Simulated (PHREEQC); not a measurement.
**Acid rinse or clean: speciation**

Make-up at 25 °C: 0.0031 mol H2SO4 and 0.2 mol CuCl2 per kg of water. It is in equilibrium with CO2 at log p = -1 (atm). Otherwise closed; pH follows from the charge balance.

Computed with PHREEQC (ion-association model, phreeqc.dat).

Each row changes one thing in this solution. Precipitation was switched off in this run.

```
case                                            pH  ionic strength (mol/kgw)  Cl- (mol/kgw)  SO4-2 (mol/kgw)  HSO4- (mol/kgw)  HCO3- (mol/kgw)
--------------------------------------------  ----  ------------------------  -------------  ---------------  ---------------  ---------------
as made                                       2.33                     0.519          0.357          0.00121         0.000150          4.70e-7
diluted 100-fold with water                   4.06                   0.00605        0.00398          2.55e-5          1.70e-7                ?
diluted 2-fold with water                     2.62                     0.274          0.186         0.000657                ?          8.62e-7
CuCl2 replaced by MnCl2 at the same molality  2.34                         ?          0.344          0.00133                ?          4.69e-7
H2SO4 from 0.0031 to 0.00341 mol/kgw          2.29                     0.519          0.357          0.00133         0.000181          4.28e-7
```

Problem. Complete the blanks.

Solution. 
- diluted 100-fold with water, HCO3- (mol/kgw): 1.87e-5
- diluted 2-fold with water, HSO4- (mol/kgw): 5.43e-5
- CuCl2 replaced by MnCl2 at the same molality, ionic strength (mol/kgw): 0.495
- CuCl2 replaced by MnCl2 at the same molality, HSO4- (mol/kgw): 0.000168
